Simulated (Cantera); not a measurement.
A Cantera script and its output.

```python
import numpy as np
import cantera as ct

gas = ct.Solution("gri30.yaml")
gas.TPX = 1550, 42000, {'NO': 1, 'N2': 0.33}
reactor = ct.IdealGasConstPressureReactor(gas, energy="off", clone=False)
net = ct.ReactorNet([reactor])
net.rtol, net.atol = 1e-08, 1e-18
show = ['NO', 'O', 'O2', 'N2O', 'N2', 'NO2']
times = np.geomspace(3e-06, 20, 14)

steps = ct.SolutionArray(gas, extra=["t"])
rows = []
print(f"{'t/s':>10s}{'T/K':>9s}{'P/Pa':>11s}" + "".join(f"{s:>11s}" for s in show))
for t in times:
    while net.time < t:
        t_next = net.step()
        steps.append(gas.state, t=t_next)
    rows.append([np.interp(t, steps.t, y) for y in (steps.T, steps.P, *steps(*show).X.T)])
    print(f"{t:10.3e}{rows[-1][0]:9.1f}{rows[-1][1]:11.4g}" + "".join(f"{x:11.3e}" for x in rows[-1][2:]))
rate = np.gradient(steps.T, steps.t)
print("integrator steps:", len(steps.t))
if steps.T.max() > steps.T[0] + 200:
    print(f"time of steepest temperature rise: {steps.t[rate.argmax()]:.4e} s")
gas.TPX = 1550, 42000, {'NO': 1, 'N2': 0.33}
gas.equilibrate("TP")
print(f"equilibrium (TP): T = {gas.T:.1f} K  " + "  ".join(f"{s} {gas[s].X[0]:.3e}" for s in show))
```

It prints:

```
       t/s      T/K       P/Pa         NO          O         O2        N2O         N2        NO2
 3.000e-06   1550.0    4.2e+04  7.519e-01  1.174e-08  5.224e-13  1.222e-08  2.481e-01  4.820e-10
 1.005e-05   1550.0    4.2e+04  7.519e-01  3.586e-08  5.507e-12  4.093e-08  2.481e-01  5.075e-09
 3.365e-05   1550.0    4.2e+04  7.519e-01  9.028e-08  5.139e-11  1.370e-07  2.481e-01  4.685e-08
 1.127e-04   1550.0    4.2e+04  7.519e-01  1.450e-07  3.677e-10  4.585e-07  2.481e-01  3.146e-07
 3.774e-04   1550.0    4.2e+04  7.519e-01  1.557e-07  2.026e-09  1.531e-06  2.481e-01  1.387e-06
 1.264e-03   1550.0    4.2e+04  7.519e-01  1.672e-07  1.261e-08  5.081e-06  2.481e-01  5.036e-06
 4.233e-03   1550.0    4.2e+04  7.518e-01  2.058e-07  1.174e-07  1.650e-05  2.481e-01  1.759e-05
 1.418e-02   1550.0    4.2e+04  7.517e-01  3.332e-07  1.728e-06  4.992e-05  2.481e-01  6.196e-05
 4.747e-02   1550.0    4.2e+04  7.514e-01  6.646e-07  3.497e-05  1.221e-04  2.482e-01  1.949e-04
 1.590e-01   1550.0    4.2e+04  7.505e-01  9.455e-07  3.963e-04  1.854e-04  2.486e-01  3.191e-04
 5.325e-01   1550.0    4.2e+04  7.474e-01  1.075e-06  1.885e-03  1.902e-04  2.502e-01  3.701e-04
 1.783e+00   1550.0    4.2e+04  7.373e-01  1.385e-06  6.825e-03  1.846e-04  2.552e-01  4.890e-04
 5.972e+00   1550.0    4.2e+04  7.055e-01  2.073e-06  2.255e-02  1.680e-04  2.711e-01  7.309e-04
 2.000e+01   1550.0    4.2e+04  6.160e-01  3.299e-06  6.705e-02  1.267e-04  3.158e-01  1.050e-03
integrator steps: 811
equilibrium (TP): T = 1550.0 K  NO 1.851e-03  O 7.442e-06  O2 3.750e-01  N2O 6.449e-08  N2 6.231e-01  NO2 7.387e-06
```

Detailed kinetics in Cantera: GRI-Mech 3.0 (53 species, 325 reactions).
